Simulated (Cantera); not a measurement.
Cantera run:

```python
import numpy as np
import cantera as ct

gas_names = [...]  # 109 gases of nasa_gas.yaml made of C, Cl, H, Si
cond_names = """
    C(gr) C6H6(L) C7H8(L) C8H18(L),n-octa Si(cr) Si(L) SiC(b)
""".split()


# ... load() reads the species with a 1 bar reference pressure and builds the phases ...
atoms = {
    '(CH3)2SiCl2': {'C': 2, 'H': 6, 'Si': 1, 'CL': 2},
    'HCl': {'H': 1, 'CL': 1},
    'H2': {'H': 2},
}
top_T = {'C(gr)': 4500, 'SiC(b)': 3050}  # K; cautious upper limits of use, not melting points


# ... equilibrate(T, P, feed) seeds the gas with the atoms and calls Mixture.equilibrate('TP', solver="vcs", rtol=1e-11, max_steps=5000) ...
results = []
feed = {'(CH3)2SiCl2': 1, 'HCl': 2.9, 'H2': 170}  # mol
T = 1648  # K
P = 100000  # Pa
mix = equilibrate(T, P, feed)
results.append((T, P, feed, dict(zip(mix.species_names, mix.species_moles))))
x = sorted(zip(gas.X, gas.species_names), reverse=True)
print(f"T = {T:g} K  P = {P:g} Pa  gas = {mix.phase_moles(0):.4g} mol")
print("   x: " + "  ".join(f"{s} {v:.3e}" for v, s in x if v > 1e-06))
print("   condensed (mol): " + ("  ".join(f"{mix.phase(i).name} {mix.phase_moles(i):.4g}"
      for i in range(1, mix.n_phases) if mix.phase_moles(i) > 1e-12) or "none"))
```

Output:

```
T = 1648 K  P = 100000 Pa  gas = 176.7 mol
   x: H2 9.709e-01  HCL 2.766e-02  CH4 1.263e-03  H 8.775e-05  C2H2,acetylene 4.343e-05  SiCL2 3.452e-05  C2H4 3.120e-06  CH3 2.323e-06  CL 1.960e-06  SiCL3 1.018e-06
   condensed (mol): C(gr) 0.7665  SiC(b) 0.9935
```

Cantera equilibrium calculation (NASA polynomials, part measured and part estimated; ideal gas, pure solids and liquids). The feed counts by its element totals alone.
